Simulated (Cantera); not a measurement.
A freely propagating, adiabatic, planar premixed flame of CH4 : O2 : N2 = 1 : 1.82 : 6.84 (molar parts), equivalence ratio 1.1, unburnt at 550 K and 1.01 bar; mixture-averaged transport, grid criteria slope 0.08 and curve 0.16, no radiation.

Model: GRI-Mech 3.0 (53 species, 325 reactions), integrated in Cantera. Burning velocities carry a grid error of a few per cent, more on coarse grids.

Task: Predict: laminar burning velocity; thermal thickness; peak x(CH3); peak x(C2H4); peak x(HO2); peak x(H).

Result: 
```
Quantity                     Value
------------------------  --------
laminar burning velocity  110 cm/s
thermal thickness         0.337 mm
peak x(CH3)                0.00356
peak x(C2H4)              0.000745
peak x(HO2)               0.000169
peak x(H)                   0.0102
```
